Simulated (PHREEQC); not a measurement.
# Copper plating or etch bath: an equilibrium model

A solution holds 0.0031 mol/kgw Cu(BF4)2 and 0.00015 mol/kgw HNO3, at 15 °C and 10 atm. Closed to the air; pH follows from the charge balance.

Equilibrium calculation in PHREEQC: ion-association model, phreeqc.dat.

No solid was allowed to form.

### Question
Estimate the pH, ionic strength.

### Answer
pH 2.93; ionic strength 0.0104 mol/kgw.

### Question
In which forms is B present?

### Answer
BF4- 73 %, H3BO3 16 %, BF3OH- 8.1 %, BF2(OH)2- 2.8 % of the B.

Real BF4- forms and hydrolyses slowly; the run takes it at equilibrium.
